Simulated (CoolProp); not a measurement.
Saturated liquid density (kg/m³) of hexamethyldisiloxane (MM): the reference equation beside estimates from Tc = 518.7 K, pc = 1.931 MPa, ω = 0.418. Rackett uses Z = 0.29056 − 0.08775 ω.

Model: reference Helmholtz-energy equation of state, Thol 2016, in CoolProp.

```csv
T (K),reference,Rackett,Redlich-Kwong,Peng-Robinson
357.5,694.1,764.4,…,733.9
362.1,…,758.2,602.9,728.2
366.7,683.2,…,597.2,722.3
371.3,677.7,745.7,591.3,716.3
375.9,672.1,739.3,585.4,710.1
380.5,666.5,732.8,579.3,703.8
385.1,660.8,…,573.1,697.2
389.7,…,719.5,…,690.4
```

Problem. Some entries are withheld; supply them.

Solution. 
- 357.5, Redlich-Kwong: 608.5
- 362.1, reference: 688.7
- 366.7, Rackett: 752.0
- 385.1, Rackett: 726.2
- 389.7, reference: 654.9
- 389.7, Redlich-Kwong: 566.8

Absolute difference from the reference over all 8 rows, mean and median: Rackett 10.0 and 10.0 %, Redlich-Kwong 12.9 and 12.8 %, Peng-Robinson 5.6 and 5.7 %.
